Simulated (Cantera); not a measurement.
What does this Cantera script print?

```python
import numpy as np
import cantera as ct

gas_names = [...]  # 97 gases of nasa_gas.yaml made of Al, C, H, N
cond_names = """
    AL(cr) AL(L) ALN(s) C(gr) C6H6(L) C7H8(L) C8H18(L),n-octa
""".split()


# ... load() reads the species with a 1 bar reference pressure and builds the phases ...
atoms = {
    'Al(CH3)3': {'AL': 1, 'C': 3, 'H': 9},
    'N2': {'N': 2},
    'H2': {'H': 2},
}
top_T = {'ALN(s)': 2750, 'C(gr)': 4500}  # K; cautious upper limits of use, not melting points


# ... equilibrate(T, P, feed) seeds the gas with the atoms and calls Mixture.equilibrate('TP', solver="vcs", rtol=1e-11, max_steps=5000) ...
results = []
feed = {'Al(CH3)3': 1, 'N2': 6.6, 'H2': 340}  # mol
T = 1423  # K
P = 110  # Pa
mix = equilibrate(T, P, feed)
results.append((T, P, feed, dict(zip(mix.species_names, mix.species_moles))))
print(gas.report(threshold=1e-06))
for i in range(1, mix.n_phases):
    print(f"{mix.phase(i).name:16s} {mix.phase_moles(i):12.5e} mol")
```

It prints:

```
       temperature   1423 K
          pressure   110 Pa
           density   2.2957e-05 kg/m^3
  mean mol. weight   2.4692 kg/kmol
   phase of matter   gas

                          1 kg             1 kmol
                     ---------------   ---------------
          enthalpy        1.3745e+07         3.394e+07  J
   internal energy        8.9539e+06        2.2109e+07  J
           entropy             95449        2.3568e+05  J/K
    Gibbs function       -1.2208e+08       -3.0144e+08  J
 heat capacity c_p             12996             32089  J/K
 heat capacity c_v            9628.3             23774  J/K

                      mass frac. Y      mole frac. X     chem. pot. / RT
                     ---------------   ---------------   ---------------
               CH4        2.6267e-05        4.0429e-06           -52.655
    C2H2,acetylene        3.5565e-05        3.3726e-06           -29.467
                 H        8.1033e-05         0.0001985            -12.64
               HCN        0.00085209         7.785e-05           -33.092
               HNC        1.1052e-05        1.0097e-06           -33.092
                H2           0.80205           0.98236           -25.281
                N2           0.19693          0.017358           -36.718
     [  +90 minor]        9.5517e-06         8.837e-07

AL(L)             0.00000e+00 mol
ALN(s)            9.99701e-01 mol
C(gr)             2.96856e+00 mol
```

Method: chemical equilibrium by Gibbs-energy minimisation in Cantera with the NASA 1993 tables (ideal gas, pure condensed phases). The feed counts by its element totals alone.
